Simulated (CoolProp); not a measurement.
The numbers come from the reference Helmholtz-energy equation of state, Lemmon 2006 in CoolProp. It is a short technical equation, of lower accuracy than the large ones.

Task: For carbon monoxide, give the phase and the Joule-Thomson coefficient (K/MPa) at 412.2 K and 4.15 MPa.

Result: 
- 412.2 K and 4.15 MPa: supercritical; Joule-Thomson coefficient 0.936
